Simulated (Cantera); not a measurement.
Input: 1 mol BN, 2.5 mol H2O, 12 mol H2, held at 0.105 Torr.

These are equilibrium values from Cantera (NASA tables, ideal gas, pure condensed phases), not measurements of a reactor. Candidate condensed phases: B, BN, B2O3, B3O3H3, H2O; 39 gas species. Rates play no part. All values below are at 1773 K.

Base state: H2 0.847, HBO2 0.0509, H2O 0.0400, N2 0.0319, H 0.0221, B2O3 0.00452, HBO 0.00246, BO 0.00118 (mole fractions); condensed: gas only.

What changes in the equilibrium state with this change: BN replaced by AlN?


```csv
species,before,after
H2,0.847,0.879
H2O,0.0400,0.0658
N2,0.0319,0.0330
HBO2,0.0509,0
H,0.0221,0.0225
B2O3,0.00452,0
HBO,0.00246,0
"Al2O3(s), mol",0,0.500
```
Further candidate phases: Al, AlN, Al2O3.

What changes in the equilibrium state with this change: H2O from 2.5 to 0.33 mol?


```csv
species,before,after
H2,0.847,0.934
H,0.0221,0.0232
N2,0.0319,0.0183
HBO2,0.0509,3.05e-6
H2O,0.0400,4.07e-7
HBO,0.00246,0.0160
BH2,<1e-9,1.00e-4
OH,6.48e-5,<1e-9
"B(s), mol",0,0.142
"BN(s), mol",0,0.526
```
Mutual solubility and eutectic melting of coexisting phases are not modelled. The tables' values for BH2 are old estimates; treat these amounts as uncertain.
